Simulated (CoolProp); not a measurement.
A Linde-Hampson liquefier for ethylene: isothermal reversible compression at 290 K from 1 atm to 25 MPa, throttling to 1 atm, return gas leaving the recuperator 10 K below the feed. Each further row changes one setting.

Model: reference Helmholtz-energy equation of state, Smukala 2000, in CoolProp.

```csv
case,liquid yield per pass,compression work (kJ/kg of gas)
as stated,0.498,362
high pressure 50 MPa,0.478,416
warm-end temperature 320 K,0.412,432
warm-end gap 15 K,0.492,362
```
